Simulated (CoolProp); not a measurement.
Computed with CoolProp (reference Helmholtz-energy equation of state, Penoncello 2003).

Give the vapour pressure (MPa), liquid density (kg/m³), vapour density (kg/m³), enthalpy of vaporisation (kJ/kg) of saturated CHF3 (R23) at 186.6, 217.3, 235.7 K.


```tsv
T (K)	p (MPa)	liquid density (kg/m³)	vapour density (kg/m³)	enthalpy of vaporisation (kJ/kg)
186.6	0.0774	1460	3.62	243
217.3	0.375	1340	16.1	216
235.7	0.776	1260	32.9	196
```
